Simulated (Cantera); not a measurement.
Feed: 1 mol SiCl4, 1.4 mol NH3, 14 mol N2, at 925 °C.

Equilibrium computed with Cantera from the NASA thermochemical tables; the gas is ideal and each condensed phase is pure. Candidate condensed phases: NH4Cl, Si, Si3N4; 28 gas species. The numbers say what is thermodynamically allowed, not how fast it happens.

Problem. What share of the Si ends up in condensed phases as a function of P (Pa), at 5, 17, 59, 210, 710, 2400, 8400, 29000, 100000?

Solution. 
```
P (Pa)  Si condensed (%)        as
------  ----------------  --------
5                   60.0  Si3N4(s)
17                  68.4  Si3N4(s)
59                  71.6  Si3N4(s)
210                 71.6  Si3N4(s)
710                 70.1  Si3N4(s)
2400                67.9  Si3N4(s)
8400                65.2  Si3N4(s)
29000               62.4  Si3N4(s)
100000              59.4  Si3N4(s)
```
